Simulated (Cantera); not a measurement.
A perfectly stirred reactor is fed with 6.28 % C2H4, 17.1 % O2, 64.7 % N2, 11.9 % H2O, equivalence ratio 1.1, at 5.00 bar; it is adiabatic with a 625 K inlet, and is followed from long to short residence time, starting on the burning branch (τ in s: 0.07, 0.029, 0.012, 0.0047, 0.0019, 0.00078, 0.00032, 0.00013, 5.3e-05, 2.1e-05, 8.7e-06, 3.5e-06).

Detailed kinetics in Cantera: GRI-Mech 3.0 (53 species, 325 reactions). GRI-Mech 3.0 was tuned for natural gas; its chemistry of ethylene as a main component is partial and can be far from experiment.

Question: Predict: blow-out, bracketed by the residence times tried; x(C2H4) at τ = 70.0 ms; x(O2) at τ = 70.0 ms; x(H2O) at τ = 70.0 ms; x(CO2) at τ = 70.0 ms; x(H2) at τ = 70.0 ms; x(C2H4) at τ = 0.320 ms; x(O2) at τ = 0.320 ms; x(H2O) at τ = 0.320 ms; x(CO2) at τ = 0.320 ms; x(H2) at τ = 0.320 ms.

Answer: 
```
Item                                                                           Value
------------------------------------------------  ----------------------------------
blow-out, bracketed by the residence times tried  burning at 21.0 µs, out at 8.70 µs
x(C2H4) at τ = 70.0 ms                                                       4.36e-7
x(O2) at τ = 70.0 ms                                                         0.00132
x(H2O) at τ = 70.0 ms                                                          0.227
x(CO2) at τ = 70.0 ms                                                         0.0956
x(H2) at τ = 70.0 ms                                                          0.0110
x(C2H4) at τ = 0.320 ms                                                      4.17e-5
x(O2) at τ = 0.320 ms                                                        0.00745
x(H2O) at τ = 0.320 ms                                                         0.218
x(CO2) at τ = 0.320 ms                                                        0.0863
x(H2) at τ = 0.320 ms                                                         0.0149
```
